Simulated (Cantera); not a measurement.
Feed: 1 mol CH3OH, a varied amount of H2O, 5 mol N2, held at 575 K and 1 atm.

Cantera equilibrium calculation (NASA polynomials, part measured and part estimated; ideal gas, pure solids and liquids). Candidate condensed phases: C, C6H6, C7H8, C8H18, H2O; 136 gas species. The numbers say what is thermodynamically allowed, not how fast it happens.

x: gas mole fraction; n: condensed amount in mol.

```
n(H2O) (mol)   x N2  x H2O   x CH4   x CO2    x H2  n C(graphite)
------------  -----  -----  ------  ------  ------  -------------
0.096         0.750  0.123  0.0852  0.0207  0.0208          0.293
0.14          0.745  0.126  0.0857  0.0218  0.0209          0.278
0.2           0.738  0.131  0.0864  0.0232  0.0210              ?
0.29          0.729  0.137  0.0875  0.0252  0.0211              ?
0.42          0.715  0.146  0.0890  0.0282  0.0213              ?
0.6           0.697  0.158  0.0911  0.0322  0.0215              ?
0.87          0.671  0.175  0.0941  0.0380  0.0219              ?
1.3           0.633  0.216  0.0889  0.0377  0.0240              0
1.8           0.594  0.260  0.0825  0.0363  0.0261              0
2.6           0.541  0.321  0.0740  0.0343  0.0287              0
```

Task: Complete the blanks.

Result: 
- 0.2, n C(graphite): 0.257
- 0.29, n C(graphite): 0.226
- 0.42, n C(graphite): 0.180
- 0.6, n C(graphite): 0.114
- 0.87, n C(graphite): 0.0147
